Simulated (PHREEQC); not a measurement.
4.5 g of hydrous ferric oxide (600 m²/g; 0.2 weak and 0.005 strong sites per Fe, Dzombak-Morel constants, diffuse double layer) in 1 kg of water with 0.01 mol/kgw of an inert sodium salt and 0.00011 mol/kgw SrCl2 and 0.0009 mol/kgw ZnSO4, at 25 °C; the pH is set by adding NaOH or the inert anion's acid. O2 is buffered at 0.21 atm. CO2 from the air is kept out. Nothing may precipitate in this run.

Base run: PHREEQC, ion-association model, wateq4f.dat. Each further column changes one thing. The table gives Sr sorbed (%).

```json
[
 {"pH": "4", "base": "0.0", "no electrostatic term (-no_edl)": "0.7", "background salt from 0.01 to 0.001 mol/kgw": "0.0", "oxide from 4.5 to 22 g/kgw": "0.0"},
 {"pH": "4.38", "base": "0.0", "no electrostatic term (-no_edl)": "1.5", "background salt from 0.01 to 0.001 mol/kgw": "0.0", "oxide from 4.5 to 22 g/kgw": "0.0"},
 {"pH": "5.12", "base": "0.0", "no electrostatic term (-no_edl)": "2.2", "background salt from 0.01 to 0.001 mol/kgw": "0.0", "oxide from 4.5 to 22 g/kgw": "0.1"},
 {"pH": "5.5", "base": "0.0", "no electrostatic term (-no_edl)": "1.5", "background salt from 0.01 to 0.001 mol/kgw": "0.0", "oxide from 4.5 to 22 g/kgw": "0.1"},
 {"pH": "5.88", "base": "0.0", "no electrostatic term (-no_edl)": "1.3", "background salt from 0.01 to 0.001 mol/kgw": "0.0", "oxide from 4.5 to 22 g/kgw": "0.4"},
 {"pH": "6.62", "base": "0.1", "no electrostatic term (-no_edl)": "3.9", "background salt from 0.01 to 0.001 mol/kgw": "0.1", "oxide from 4.5 to 22 g/kgw": "4.9"},
 {"pH": "7", "base": "0.4", "no electrostatic term (-no_edl)": "7.3", "background salt from 0.01 to 0.001 mol/kgw": "0.4", "oxide from 4.5 to 22 g/kgw": "18.4"},
 {"pH": "7.38", "base": "1.3", "no electrostatic term (-no_edl)": "12.1", "background salt from 0.01 to 0.001 mol/kgw": "1.4", "oxide from 4.5 to 22 g/kgw": "49.1"},
 {"pH": "8.12", "base": "16.3", "no electrostatic term (-no_edl)": "24.1", "background salt from 0.01 to 0.001 mol/kgw": "18.3", "oxide from 4.5 to 22 g/kgw": "94.2"},
 {"pH": "8.5", "base": "47.5", "no electrostatic term (-no_edl)": "32.4", "background salt from 0.01 to 0.001 mol/kgw": "51.7", "oxide from 4.5 to 22 g/kgw": "98.7"},
 {"pH": "8.88", "base": "81.3", "no electrostatic term (-no_edl)": "41.0", "background salt from 0.01 to 0.001 mol/kgw": "84.3", "oxide from 4.5 to 22 g/kgw": "99.7"},
 {"pH": "9.62", "base": "99.0", "no electrostatic term (-no_edl)": "52.1", "background salt from 0.01 to 0.001 mol/kgw": "99.2", "oxide from 4.5 to 22 g/kgw": "100.0"},
 {"pH": "10", "base": "99.8", "no electrostatic term (-no_edl)": "55.4", "background salt from 0.01 to 0.001 mol/kgw": "99.8", "oxide from 4.5 to 22 g/kgw": "100.0"}
]
```
